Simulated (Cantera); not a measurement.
Charge: 1 mol C2H5OH, 0.18 mol O2, a varied amount of N2, at 13.0 bar.

Equilibrium computed with Cantera from the NASA thermochemical tables; the gas is ideal and each condensed phase is pure. Candidate condensed phases: C, C6H6, C7H8, C8H18, H2O; 136 gas species. Rates play no part.

Stable condensed phases, one row left out:

```
T in °C \ n(N2) in mol
         4.6 6.4   9  13  17  24  34  47
   2327    A   A   A   B   B   B   B   B
   2027    A   A   A   A   A   A   A   A
   1877    A   A   A   A   A   A   A   A
   1727    A   A   A   A   A   A   A   A
   1577    A   A   A   A   A   A   A   A
   1427    A   A   A   A   A   A   A   A
   1277    A   A   A   A   A   A   A   A
   1127    A   A   A   A   A   A   A   A
```

A: C; B: gas only.

### Question
Give the row for 2177 °C.

### Answer
4.6: C; 6.4: C; 9: C; 13: C; 17: C; 24: C; 34: gas only; 47: gas only.
